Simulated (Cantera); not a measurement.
A closed system holds: 1 mol CHF₃, 5.9 mol H₂, equilibrated at 17.0 mbar.

Method: chemical equilibrium by Gibbs-energy minimisation in Cantera with the NASA 1993 tables (ideal gas, pure condensed phases). Candidate condensed phases: C, C₆H₆, C₇H₈, C₈H₁₈; 95 gas species. Kinetics and transport are ignored.

x: gas mole fraction; n: condensed amount in mol.

| T (°C) | x H₂ | x HF | x H | x C₂H₂ (acetylene) | x F | n C(graphite) |
|---|---|---|---|---|---|---|
| 1250 | 0.620 | 0.380 | 0.000140 | 7.33e-6 | 2.76e-9 | 1.000 |
| 1325 | 0.620 | 0.380 | 0.000321 | 1.67e-5 | 1.05e-8 | 1.000 |
| 1400 | 0.620 | 0.380 | (withheld) | (withheld) | (withheld) | 0.999 |
| 1475 | 0.619 | 0.379 | 0.00138 | 6.99e-5 | 1.08e-7 | 0.999 |
| 1550 | 0.618 | 0.379 | 0.00261 | 0.000131 | 3.00e-7 | 0.998 |
| 1625 | 0.616 | 0.379 | 0.00471 | 0.000232 | 7.69e-7 | 0.996 |
| 1700 | 0.613 | 0.378 | 0.00810 | 0.000393 | 1.84e-6 | 0.994 |
| 1775 | 0.609 | 0.377 | 0.0134 | 0.000638 | 4.13e-6 | 0.990 |
| 1850 | 0.602 | 0.376 | (withheld) | (withheld) | (withheld) | 0.984 |
| 1925 | 0.592 | 0.373 | 0.0329 | 0.00150 | 1.77e-5 | 0.976 |
| 2000 | 0.578 | 0.370 | 0.0490 | 0.00218 | 3.42e-5 | 0.964 |

Question: What belongs in the gaps?

Answer: 
- 1850, x H: 0.0213
- 1850, x C₂H₂ (acetylene): 0.000997
- 1850, x F: 8.77e-6
- 1400, x H: 0.000688
- 1400, x C₂H₂ (acetylene): 3.53e-5
- 1400, x F: 3.54e-8
